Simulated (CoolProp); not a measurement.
Vapour-liquid equilibrium of CH2F2 (R32) (1) + dimethyl ether (2) at 308.4 K; x and y are mole fractions of (1).

The numbers come from the multi-fluid Helmholtz-energy mixture model, Tillner-Roth 1997 and Wu 2011; pair parameters Bell 2016 in CoolProp.

| x | bubble pressure (kPa) | y at the bubble point | dew pressure at overall composition x (kPa) | liquid density (mol/L) |
|---|---|---|---|---|
| 0.05 | 840.7 | 0.103 | 811.0 | 14.15 |
| 0.2 | 1026 | 0.358 | 902.2 | 14.65 |
| 0.35 | 1231 | [?] | [?] | 15.17 |
| 0.5 | 1447 | 0.691 | 1172 | 15.69 |
| 0.65 | 1668 | 0.801 | 1378 | 16.24 |
| 0.8 | 1893 | 0.893 | 1665 | [?] |
| 0.95 | 2124 | 0.974 | [?] | 17.40 |

**Question.** Complete the blanks.

**Answer.** 
- 0.35, y at the bubble point: 0.548
- 0.35, dew pressure at overall composition x (kPa): 1019
- 0.8, liquid density (mol/L): 16.80
- 0.95, dew pressure at overall composition x (kPa): 2054

No azeotrope shows between x = 0.05 and 0.95.

The pair parameters rest on a limited set of measurements; away from them the model extrapolates.
